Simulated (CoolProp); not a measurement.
A single-stage vapour-compression cycle with the fluid: evaporating at 306.15 K (dew point), condensing at 359.15 K (bubble point), superheat 2 K, subcooling 8 K, compressor efficiency 0.75, no pressure losses. The same conditions are run with several fluids, on thermodynamics alone (safety and materials aside).

Values from CoolProp's reference Helmholtz-energy equation of state of each fluid (trans-2-butene: Lemmon 2005; n-pentane: Thol 2019; the fluoroketone C6F12O (FK-5-1-12): McLinden 2015; R236EA: Rui 2013; vinyl chloride: Thol 2022; isobutane: Bücker 2006).

```tsv
fluid	cooling COP	pressure ratio	discharge temperature (K)	refrigerating effect (kJ/kg)	volumetric capacity (kJ/m³)
trans-2-butene	3.53	3.78	365.5	263	1890
n-pentane	3.57	4.69	359.2	252	675
the fluoroketone C6F12O (FK-5-1-12)	2.80	5.58	359.1	43.5	313
R236EA	3.26	4.28	359.1	93.5	1640
vinyl chloride	3.64	3.53	392.9	244	3250
isobutane	3.25	3.45	359.6	204	2290
```

The compression ends wet for: n-pentane; the fluoroketone C6F12O (FK-5-1-12); R236EA.
